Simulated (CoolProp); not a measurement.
Vapour-liquid equilibrium of CH2F2 (R32) (1) + R236EA (2) at 297.9 K; x and y are mole fractions of (1).

The numbers come from the multi-fluid Helmholtz-energy mixture model, Tillner-Roth 1997 and Rui 2013; pair parameters Bell 2016 in CoolProp.

```csv
x,"bubble pressure, mixture model (MPa)","bubble pressure, Raoult's law (MPa)","y, mixture model","y, Raoult's law"
0.05,0.2589,0.2779,0.235,0.302
0.15,0.3747,0.4253,0.507,0.592
0.25,0.4984,0.5727,0.659,0.733
0.35,0.6296,0.7201,0.756,0.816
0.45,0.7680,0.8675,0.824,0.871
0.55,0.9139,1.015,0.873,0.909
0.65,1.068,1.162,0.912,0.939
0.75,1.230,1.310,0.942,0.961
0.85,1.402,1.457,0.968,0.979
0.95,1.584,1.605,0.990,0.994
```

The largest gap from Raoult's law is -13.0 % in bubble pressure, at x = 0.25. No azeotrope shows between x = 0.05 and 0.95.

Pair parameters are fitted to limited data, so mixtures are less certain than the pure fluids.
